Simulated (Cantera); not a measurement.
Feed: 1 mol Si, 0.019 mol N₂O, 38 mol N₂, 0.091 mol O₂, equilibrated at 1330 Pa.

Equilibrium computed with Cantera from the NASA thermochemical tables; the gas is ideal and each condensed phase is pure. Candidate condensed phases: Si, SiO₂, Si₂N₂O, Si₃N₄; 16 gas species. Mutual solubility and eutectic melting of coexisting phases are not modelled. Rates play no part. All values below are at 1598 K.

Base state: N₂ 1.000, SiO 0.000169 (mole fractions); condensed: Si₂N₂O(s) + Si₃N₄(s).

Q: What changes in the equilibrium state with this change: Si replaced by Si₃N₄?

A: 
| species | before | after |
|---|---|---|
| N₂ | 1.000 | 1.000 |
| SiO | 0.000169 | 0.000169 |
| Si₂N₂O(s), mol | 0.195 | 0.195 |
| Si₃N₄(s), mol | 0.201 | 0.868 |
